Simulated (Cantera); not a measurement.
Input (Python, Cantera) and output of one run.

```python
import numpy as np
import cantera as ct

gas_names = """
    CL CL2 N N2 Si SiCL SiCL2 SiCL3 SiCL4 SiN Si2 Si2N Si3
""".split()
cond_names = """
    Si(cr) Si(L) Si3N4(a)
""".split()


def load(file, names, dense=False):
    # The tables refer to 1 bar. Condensed volumes are neglected.
    table = {s.name: s for s in ct.Species.list_from_file(file)}
    out = []
    for n in names:
        d = dict(table[n].input_data)
        d["thermo"] = dict(d["thermo"], **{"reference-pressure": 1e5})
        if dense:
            d["equation-of-state"] = {"model": "constant-volume", "density": "1e6 g/cm^3"}
        out.append(ct.Species.from_dict(d))
    return out


gas = ct.Solution(thermo="ideal-gas", species=load("nasa_gas.yaml", gas_names))
cond = {s.name: ct.Solution(thermo="fixed-stoichiometry", species=[s], name=s.name)
        for s in load("nasa_condensed.yaml", cond_names, dense=True)}
atoms = {
    'SiCl4': {'Si': 1, 'CL': 4},
    'N2': {'N': 2},
}
top_T = {'Si3N4(a)': 2400}  # K; cautious upper limits of use, not melting points


def equilibrate(T, P, feed):
    n = {}
    for name, mol in feed.items():
        for a, k in atoms[name].items():
            n[a] = n.get(a, 0.0) + k * mol
    gas.TPX = T, P, n
    mass = sum(n.values()) * gas.mean_molecular_weight
    gas.equilibrate("TP")
    valid = [c for c in cond.values() if c.min_temp <= T <= top_T.get(c.name, c.max_temp)]
    mix = ct.Mixture([(gas, mass / gas.mean_molecular_weight)] + [(c, 0.0) for c in valid])
    mix.T, mix.P = T, P
    mix.equilibrate("TP", solver="vcs", rtol=1e-11, max_steps=5000)
    return mix


results = []
feed = {'SiCl4': 1, 'N2': 3.8}  # mol
P = 440  # Pa
for T in [1098, 1123, 1148, 1173, 1198, 1223, 1248, 1273, 1298, 1323, 1348, 1373]:
    mix = equilibrate(T, P, feed)
    results.append((T, P, feed, dict(zip(mix.species_names, mix.species_moles))))

top = {s: max(r[3][s] / sum(r[3][g] for g in gas_names) for r in results) for s in gas_names}
cols = sorted((s for s in top if top[s] > 1e-05), key=lambda s: -top[s])[:8]
seen = [c for c in cond_names if any(r[3].get(c, 0) > 1e-12 for r in results)]
print("log10 of partial pressures in bar; condensed amounts in mol")
print(f"{'T/K':>10s}" + "".join(f"{s[:9]:>10s}" for s in cols + seen))
for T, P, feed, n in results:
    ng = sum(n[g] for g in gas_names)
    print(f"{T:10.4g}" + "".join(f"{np.log10(max(n[s] / ng * P / 1e5, 1e-99)):10.3f}" for s in cols)
          + "".join(f"{n.get(c, 0):10.4g}" for c in seen))
```

It prints:

```
log10 of partial pressures in bar; condensed amounts in mol
       T/K        N2     SiCL4        CL     SiCL3     SiCL2       CL2
      1098    -2.458    -3.038    -6.917    -6.874    -9.561    -8.174
      1123    -2.458    -3.038    -6.706    -6.668    -9.204    -8.016
      1148    -2.458    -3.038    -6.505    -6.472    -8.863    -7.866
      1173    -2.458    -3.038    -6.312    -6.284    -8.536    -7.722
      1198    -2.458    -3.038    -6.127    -6.104    -8.223    -7.584
      1223    -2.458    -3.038    -5.949    -5.931    -7.923    -7.452
      1248    -2.458    -3.039    -5.779    -5.766    -7.635    -7.325
      1273    -2.458    -3.039    -5.615    -5.608    -7.360    -7.203
      1298    -2.458    -3.040    -5.457    -5.456    -7.096    -7.085
      1323    -2.459    -3.041    -5.304    -5.311    -6.843    -6.971
      1348    -2.459    -3.042    -5.157    -5.171    -6.600    -6.860
      1373    -2.459    -3.043    -5.015    -5.038    -6.368    -6.753
```

Cantera equilibrium calculation (NASA polynomials, part measured and part estimated; ideal gas, pure solids and liquids). The tables' values for SiCl3 are old estimates; treat these amounts as uncertain.
